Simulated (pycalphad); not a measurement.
Source of the numbers: pycalphad with the COST 507 light-alloy database (1999); pressure 1 atm. No gas phase is included, though pure Mg would boil below 1650 K. These are 1990s assessments: newer ones move some temperatures and phases. Kinetics are ignored, which matters at the lower temperatures.

Molar enthalpy of Mg-2.539Al-2.206Si (wt.%) in equilibrium (SER reference):

```json
[
 {"T (K)": "1650", "H (kJ/mol)": "50.46", "phases": "LIQUID"},
 {"T (K)": "1550", "H (kJ/mol)": "47.05", "phases": "LIQUID"},
 {"T (K)": "1450", "H (kJ/mol)": "43.64", "phases": "LIQUID"},
 {"T (K)": "1350", "H (kJ/mol)": "40.22", "phases": "LIQUID"},
 {"T (K)": "1250", "H (kJ/mol)": "36.81", "phases": "LIQUID"},
 {"T (K)": "1150", "H (kJ/mol)": "33.40", "phases": "LIQUID"},
 {"T (K)": "1050", "H (kJ/mol)": "29.99", "phases": "LIQUID"},
 {"T (K)": "1000", "H (kJ/mol)": "28.29", "phases": "LIQUID"},
 {"T (K)": "950", "H (kJ/mol)": "26.58", "phases": "LIQUID"},
 {"T (K)": "850", "H (kJ/mol)": "14.28", "phases": "HCP_A3 + MG2SI"},
 {"T (K)": "800", "H (kJ/mol)": "12.75", "phases": "HCP_A3 + MG2SI"},
 {"T (K)": "750", "H (kJ/mol)": "11.25", "phases": "HCP_A3 + MG2SI"},
 {"T (K)": "650", "H (kJ/mol)": "8.35", "phases": "HCP_A3 + MG2SI"},
 {"T (K)": "550", "H (kJ/mol)": "5.55", "phases": "HCP_A3 + MG2SI"},
 {"T (K)": "450", "H (kJ/mol)": "2.82", "phases": "HCP_A3 + MG2SI + ALMG_GAMMA"},
 {"T (K)": "350", "H (kJ/mol)": "0.03", "phases": "HCP_A3 + MG2SI + ALMG_GAMMA"}
]
```

Cooling from 950 K to 850 K, across the freezing range, releases 12.3 kJ/mol, or 503 J/g. The slope is 34 J/(mol K) in the liquid and 31 J/(mol K) just below the solidus, where it includes any heat of precipitation. Liquidus 942 K, solidus 865 K. Changes were sought between steps of 50 K, so a narrower field can be missed.

Database names, with the compositions (at.%) that they take in these runs: MG2SI: Mg 67 Si 33; ALMG_GAMMA: Mg 59 Al 41. HCP_A3 is hcp.
